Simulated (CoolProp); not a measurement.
A single-stage vapour-compression cycle with R22: evaporating at 268.15 K (dew point), condensing at 305.15 K (bubble point), superheat 2 K, subcooling 2 K, compressor efficiency 0.6, no pressure losses. Each further row changes one setting.

The numbers come from the reference Helmholtz-energy equation of state, Kamei 1995 in CoolProp.

```tsv
case	cooling COP	pressure ratio	discharge temperature (K)	refrigerating effect (kJ/kg)	volumetric capacity (kJ/m³)
as stated	[?]	2.98	346.8	168	3010
evaporating temperature 273.15 K	4.42	2.52	[?]	170	3570
condensing temperature 300.15 K	4.37	2.61	337.3	174	3120
subcooling 7 K	[?]	2.98	346.8	174	3120
superheat 12 K	[?]	2.98	358.4	[?]	[?]
compressor efficiency 0.5	3.07	2.98	[?]	168	3010
```

**Question.** Complete the blanks.

**Answer.** 
- as stated, cooling COP: 3.68
- evaporating temperature 273.15 K, discharge temperature (K): 340.4
- subcooling 7 K, cooling COP: 3.82
- superheat 12 K, cooling COP: 3.65
- superheat 12 K, refrigerating effect (kJ/kg): 175
- superheat 12 K, volumetric capacity (kJ/m³): 2980
- compressor efficiency 0.5, discharge temperature (K): 358.0
